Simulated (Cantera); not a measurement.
## Carbothermic reduction: Cu2O + C + N2

Charge: 1 mol Cu2O, 1.5 mol C, 9.5 mol N2, held at 1502 °C and 2.20 mbar.

Method: chemical equilibrium by Gibbs-energy minimisation in Cantera with the NASA 1993 tables (ideal gas, pure condensed phases). Candidate condensed phases: C, Cu, CuO, Cu2O; 27 gas species. The numbers say what is thermodynamically allowed, not how fast it happens.

The x(N2) is 0.760 and the x(Cu) is 0.160. The x(CO) comes out as 0.0800, the x(Cu2) is 0.000238 and the n(C(graphite)) is 0.500 mol. The gas amount comes out as 12.50 mol and the log10 activity of Cu(l) (absent) is -0.06.
